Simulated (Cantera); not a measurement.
What does this Cantera script print?

```python
import numpy as np
import cantera as ct

gas_names = """
    H HNO HNO2 HNO3 HO2 H2 H2O H2O2 N NH NH2 NH3 NH2OH NO NO2 NO3 N2 N2H2 N2H4 N2O O OH O2 O3 Si SiH
    SiH2 SiH3 SiH4 SiN SiO SiO2 Si2 Si2N Si3
""".split()
cond_names = """
    H2O(s) H2O(L) Si(cr) Si(L) SiO2(Lqz) SiO2(hqz) SiO2(L) Si2N2O(s) Si3N4(a)
""".split()


def load(file, names, dense=False):
    # The tables refer to 1 bar. Condensed volumes are neglected.
    table = {s.name: s for s in ct.Species.list_from_file(file)}
    out = []
    for n in names:
        d = dict(table[n].input_data)
        d["thermo"] = dict(d["thermo"], **{"reference-pressure": 1e5})
        if dense:
            d["equation-of-state"] = {"model": "constant-volume", "density": "1e6 g/cm^3"}
        out.append(ct.Species.from_dict(d))
    return out


gas = ct.Solution(thermo="ideal-gas", species=load("nasa_gas.yaml", gas_names))
cond = {s.name: ct.Solution(thermo="fixed-stoichiometry", species=[s], name=s.name)
        for s in load("nasa_condensed.yaml", cond_names, dense=True)}
atoms = {
    'Si': {'Si': 1},
    'H2O': {'H': 2, 'O': 1},
    'N2': {'N': 2},
}
top_T = {'Si2N2O(s)': 2100, 'Si3N4(a)': 2400}  # K; cautious upper limits of use, not melting points


def equilibrate(T, P, feed):
    n = {}
    for name, mol in feed.items():
        for a, k in atoms[name].items():
            n[a] = n.get(a, 0.0) + k * mol
    gas.TPX = T, P, n
    mass = sum(n.values()) * gas.mean_molecular_weight
    gas.equilibrate("TP")
    valid = [c for c in cond.values() if c.min_temp <= T <= top_T.get(c.name, c.max_temp)]
    mix = ct.Mixture([(gas, mass / gas.mean_molecular_weight)] + [(c, 0.0) for c in valid])
    mix.T, mix.P = T, P
    mix.equilibrate("TP", solver="vcs", rtol=1e-11, max_steps=5000)
    return mix


results = []
feed = {'Si': 1, 'H2O': 0.0011, 'N2': 170}  # mol
for P in [0.1, 1.5, 22, 320, 4600, 68000, 1000000]:
    for T in [948, 973, 998, 1023, 1048, 1073, 1098, 1123, 1148, 1173, 1198, 1223, 1248]:
        mix = equilibrate(T, P, feed)
        results.append((T, P, feed, dict(zip(mix.species_names, mix.species_moles))))

for T, P, feed, n in results:
    print(f"{T:7g} {P:10.4g}  " + (" + ".join(c for c in cond_names if n.get(c, 0) > 1e-12) or "gas only"))
```

Output:

```
    948        0.1  Si2N2O(s) + Si3N4(a)
    973        0.1  Si2N2O(s) + Si3N4(a)
    998        0.1  Si2N2O(s) + Si3N4(a)
   1023        0.1  Si2N2O(s) + Si3N4(a)
   1048        0.1  Si2N2O(s) + Si3N4(a)
   1073        0.1  Si2N2O(s) + Si3N4(a)
   1098        0.1  Si2N2O(s) + Si3N4(a)
   1123        0.1  Si2N2O(s) + Si3N4(a)
   1148        0.1  Si2N2O(s) + Si3N4(a)
   1173        0.1  Si3N4(a)
   1198        0.1  Si3N4(a)
   1223        0.1  Si3N4(a)
   1248        0.1  Si3N4(a)
    948        1.5  Si2N2O(s) + Si3N4(a)
    973        1.5  Si2N2O(s) + Si3N4(a)
    998        1.5  Si2N2O(s) + Si3N4(a)
   1023        1.5  Si2N2O(s) + Si3N4(a)
   1048        1.5  Si2N2O(s) + Si3N4(a)
   1073        1.5  Si2N2O(s) + Si3N4(a)
   1098        1.5  Si2N2O(s) + Si3N4(a)
   1123        1.5  Si2N2O(s) + Si3N4(a)
   1148        1.5  Si2N2O(s) + Si3N4(a)
   1173        1.5  Si2N2O(s) + Si3N4(a)
   1198        1.5  Si2N2O(s) + Si3N4(a)
   1223        1.5  Si2N2O(s) + Si3N4(a)
   1248        1.5  Si3N4(a)
    948         22  Si2N2O(s) + Si3N4(a)
    973         22  Si2N2O(s) + Si3N4(a)
    998         22  Si2N2O(s) + Si3N4(a)
   1023         22  Si2N2O(s) + Si3N4(a)
   1048         22  Si2N2O(s) + Si3N4(a)
   1073         22  Si2N2O(s) + Si3N4(a)
   1098         22  Si2N2O(s) + Si3N4(a)
   1123         22  Si2N2O(s) + Si3N4(a)
   1148         22  Si2N2O(s) + Si3N4(a)
   1173         22  Si2N2O(s) + Si3N4(a)
   1198         22  Si2N2O(s) + Si3N4(a)
   1223         22  Si2N2O(s) + Si3N4(a)
   1248         22  Si2N2O(s) + Si3N4(a)
    948        320  Si2N2O(s) + Si3N4(a)
    973        320  Si2N2O(s) + Si3N4(a)
    998        320  Si2N2O(s) + Si3N4(a)
   1023        320  Si2N2O(s) + Si3N4(a)
   1048        320  Si2N2O(s) + Si3N4(a)
   1073        320  Si2N2O(s) + Si3N4(a)
   1098        320  Si2N2O(s) + Si3N4(a)
   1123        320  Si2N2O(s) + Si3N4(a)
   1148        320  Si2N2O(s) + Si3N4(a)
   1173        320  Si2N2O(s) + Si3N4(a)
   1198        320  Si2N2O(s) + Si3N4(a)
   1223        320  Si2N2O(s) + Si3N4(a)
   1248        320  Si2N2O(s) + Si3N4(a)
    948       4600  Si2N2O(s) + Si3N4(a)
    973       4600  Si2N2O(s) + Si3N4(a)
    998       4600  Si2N2O(s) + Si3N4(a)
   1023       4600  Si2N2O(s) + Si3N4(a)
   1048       4600  Si2N2O(s) + Si3N4(a)
   1073       4600  Si2N2O(s) + Si3N4(a)
   1098       4600  Si2N2O(s) + Si3N4(a)
   1123       4600  Si2N2O(s) + Si3N4(a)
   1148       4600  Si2N2O(s) + Si3N4(a)
   1173       4600  Si2N2O(s) + Si3N4(a)
   1198       4600  Si2N2O(s) + Si3N4(a)
   1223       4600  Si2N2O(s) + Si3N4(a)
   1248       4600  Si2N2O(s) + Si3N4(a)
    948    6.8e+04  Si2N2O(s) + Si3N4(a)
    973    6.8e+04  Si2N2O(s) + Si3N4(a)
    998    6.8e+04  Si2N2O(s) + Si3N4(a)
   1023    6.8e+04  Si2N2O(s) + Si3N4(a)
   1048    6.8e+04  Si2N2O(s) + Si3N4(a)
   1073    6.8e+04  Si2N2O(s) + Si3N4(a)
   1098    6.8e+04  Si2N2O(s) + Si3N4(a)
   1123    6.8e+04  Si2N2O(s) + Si3N4(a)
   1148    6.8e+04  Si2N2O(s) + Si3N4(a)
   1173    6.8e+04  Si2N2O(s) + Si3N4(a)
   1198    6.8e+04  Si2N2O(s) + Si3N4(a)
   1223    6.8e+04  Si2N2O(s) + Si3N4(a)
   1248    6.8e+04  Si2N2O(s) + Si3N4(a)
    948      1e+06  Si2N2O(s) + Si3N4(a)
    973      1e+06  Si2N2O(s) + Si3N4(a)
    998      1e+06  Si2N2O(s) + Si3N4(a)
   1023      1e+06  Si2N2O(s) + Si3N4(a)
   1048      1e+06  Si2N2O(s) + Si3N4(a)
   1073      1e+06  Si2N2O(s) + Si3N4(a)
   1098      1e+06  Si2N2O(s) + Si3N4(a)
   1123      1e+06  Si2N2O(s) + Si3N4(a)
   1148      1e+06  Si2N2O(s) + Si3N4(a)
   1173      1e+06  Si2N2O(s) + Si3N4(a)
   1198      1e+06  Si2N2O(s) + Si3N4(a)
   1223      1e+06  Si2N2O(s) + Si3N4(a)
   1248      1e+06  Si2N2O(s) + Si3N4(a)
```

Method: chemical equilibrium by Gibbs-energy minimisation in Cantera with the NASA 1993 tables (ideal gas, pure condensed phases). N2 is the only nitrogen source here; it is nearly inert below about 1500 K, so the nitride shown seldom forms there in practice. Mutual solubility and eutectic melting of coexisting phases are not modelled.
